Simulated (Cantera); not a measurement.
## Equilibrium for chemical vapour transport: AlN + HCl + H2

Charge: 1 mol AlN, a varied amount of HCl, 4.7 mol H2, equilibrated at 1548.15 K and 1950 Torr.

Equilibrium computed with Cantera from the NASA thermochemical tables; the gas is ideal and each condensed phase is pure. Candidate condensed phases: Al, AlCl3, AlN, NH4Cl; 20 gas species. The tables' values for AlCl2 are old estimates; treat these amounts as uncertain. Equilibrium is a limit: real reactors are often held back by kinetics, nucleation or transport.

```
n(HCl) (mol)   x H2   x HCl  x AlCl3     x N2  n AlN(s)
------------  -----  ------  -------  -------  --------
0.091         0.983  0.0136  0.00154  0.00102     0.990
0.13          0.977  0.0178  0.00273  0.00166     0.984
0.2           0.967  0.0241  0.00517  0.00295     0.971
0.29          0.955  0.0307  0.00862  0.00475     0.953
0.42          0.939  0.0385   0.0139  0.00746     0.923
0.62          0.917  0.0479   0.0221   0.0117     0.876
0.91          0.889  0.0581   0.0337   0.0176     0.802
1.3           0.857  0.0682   0.0483   0.0250     0.699
2             0.810  0.0804   0.0713   0.0367     0.508
```
x: gas mole fraction; n: condensed amount in mol.

From 0.091 mol HCl to 2 mol HCl the condensed part is AlN(s). The main Al-bearing gas is AlCl3 throughout. The share of Al in condensed phases is highest at 0.091 mol HCl (99.0 %) and lowest at 2 mol HCl (50.8 %).
